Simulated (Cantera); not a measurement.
Cantera run:

```python
import numpy as np
import cantera as ct

gas_names = """
    C CH CH2 CH3 CH4 C2 C2H C2H2,acetylene C2H2,vinylidene C2H3,vinyl C2H4 C2H5 C2H6 C3 C3H3,propargyl
    C3H4,allene C3H4,propyne C3H4,cyclo- C3H5,allyl C3H6,propylene C3H6,cyclo- C3H7,n-propyl
    C3H7,i-propyl C3H8 C4 C4H2 C4H4,1,3-cyclo- C4H6,butadiene C4H6,2-butyne C4H6,cyclo- C4H8,1-butene
    C4H8,cis2-buten C4H8,tr2-butene C4H8,isobutene C4H8,cyclo- C4H9,n-butyl C4H9,i-butyl C4H9,s-butyl
    C4H9,t-butyl C4H10,isobutane C4H10,n-butane C5 C5H6,1,3cyclo- C5H8,cyclo- C5H10,1-pentene
    C5H10,cyclo- C5H11,pentyl C5H11,t-pentyl C5H12,n-pentane C5H12,i-pentane CH3C(CH3)2CH3 C6H2
    C6H5,phenyl C6H6 C6H10,cyclo- C6H12,1-hexene C6H12,cyclo- C6H13,n-hexyl C7H7,benzyl C7H8
    C7H14,1-heptene C7H15,n-heptyl C7H16,n-heptane C8H8,styrene C8H10,ethylbenz C8H16,1-octene
    C8H17,n-octyl C8H18,isooctane C8H18,n-octane C9H19,n-nonyl C10H8,naphthale C10H21,n-decyl
    C12H9,o-bipheny C12H10,bipheny H H2 Si SiC SiC2 SiC4H12 SiH SiH2 SiH3 SiH4 Si2 Si2C Si3
""".split()
cond_names = """
    C(gr) C6H6(L) C7H8(L) C8H18(L),n-octa Si(cr) Si(L) SiC(b)
""".split()


def load(file, names, dense=False):
    # The tables refer to 1 bar. Condensed volumes are neglected.
    table = {s.name: s for s in ct.Species.list_from_file(file)}
    out = []
    for n in names:
        d = dict(table[n].input_data)
        d["thermo"] = dict(d["thermo"], **{"reference-pressure": 1e5})
        if dense:
            d["equation-of-state"] = {"model": "constant-volume", "density": "1e6 g/cm^3"}
        out.append(ct.Species.from_dict(d))
    return out


gas = ct.Solution(thermo="ideal-gas", species=load("nasa_gas.yaml", gas_names))
cond = {s.name: ct.Solution(thermo="fixed-stoichiometry", species=[s], name=s.name)
        for s in load("nasa_condensed.yaml", cond_names, dense=True)}
atoms = {
    'CH3SiH3': {'C': 1, 'H': 6, 'Si': 1},
    'CH4': {'C': 1, 'H': 4},
    'H2': {'H': 2},
}
top_T = {'C(gr)': 4500, 'SiC(b)': 3050}  # K; cautious upper limits of use, not melting points


def equilibrate(T, P, feed):
    n = {}
    for name, mol in feed.items():
        for a, k in atoms[name].items():
            n[a] = n.get(a, 0.0) + k * mol
    gas.TPX = T, P, n
    mass = sum(n.values()) * gas.mean_molecular_weight
    gas.equilibrate("TP")
    valid = [c for c in cond.values() if c.min_temp <= T <= top_T.get(c.name, c.max_temp)]
    mix = ct.Mixture([(gas, mass / gas.mean_molecular_weight)] + [(c, 0.0) for c in valid])
    mix.T, mix.P = T, P
    mix.equilibrate("TP", solver="vcs", rtol=1e-11, max_steps=5000)
    return mix


results = []
feed = {'CH3SiH3': 1, 'CH4': 0.12, 'H2': 370}  # mol
P = 13000  # Pa
for T in [1450, 1525, 1600, 1675, 1750, 1825, 1900, 1975]:
    mix = equilibrate(T, P, feed)
    results.append((T, P, feed, dict(zip(mix.species_names, mix.species_moles))))
    x = sorted(zip(gas.X, gas.species_names), reverse=True)
    print(f"T = {T:g} K  P = {P:g} Pa  gas = {mix.phase_moles(0):.4g} mol")
    print("   x: " + "  ".join(f"{s} {v:.3e}" for v, s in x if v > 1e-05))
    print("   condensed (mol): " + ("  ".join(f"{mix.phase(i).name} {mix.phase_moles(i):.4g}"
          for i in range(1, mix.n_phases) if mix.phase_moles(i) > 1e-12) or "none"))
```

Output:

```
T = 1450 K  P = 13000 Pa  gas = 373.1 mol
   x: H2 9.997e-01  CH4 3.158e-04  H 2.623e-05
   condensed (mol): SiC(b) 1
T = 1525 K  P = 13000 Pa  gas = 373.1 mol
   x: H2 9.996e-01  CH4 2.963e-04  H 6.560e-05  C2H2,acetylene 1.209e-05
   condensed (mol): C(gr) 9.969e-08  SiC(b) 1
T = 1600 K  P = 13000 Pa  gas = 373.2 mol
   x: H2 9.996e-01  CH4 2.121e-04  H 1.508e-04  C2H2,acetylene 2.749e-05
   condensed (mol): C(gr) 0.01982  SiC(b) 1
T = 1675 K  P = 13000 Pa  gas = 373.2 mol
   x: H2 9.995e-01  H 3.219e-04  CH4 1.564e-04  C2H2,acetylene 5.804e-05
   condensed (mol): C(gr) 0.01765  SiC(b) 0.9999
T = 1750 K  P = 13000 Pa  gas = 373.3 mol
   x: H2 9.991e-01  H 6.448e-04  CH4 1.126e-04  C2H2,acetylene 1.036e-04
   condensed (mol): SiC(b) 0.9997
T = 1825 K  P = 13000 Pa  gas = 373.4 mol
   x: H2 9.986e-01  H 1.221e-03  C2H2,acetylene 1.258e-04  CH4 7.037e-05
   condensed (mol): SiC(b) 0.9989
T = 1900 K  P = 13000 Pa  gas = 373.6 mol
   x: H2 9.976e-01  H 2.198e-03  C2H2,acetylene 1.427e-04  CH4 4.451e-05
   condensed (mol): SiC(b) 0.9957
T = 1975 K  P = 13000 Pa  gas = 373.9 mol
   x: H2 9.960e-01  H 3.787e-03  C2H2,acetylene 1.646e-04  CH4 2.953e-05  Si 2.461e-05
   condensed (mol): SiC(b) 0.9845
```

Cantera equilibrium calculation (NASA polynomials, part measured and part estimated; ideal gas, pure solids and liquids). The feed counts by its element totals alone.
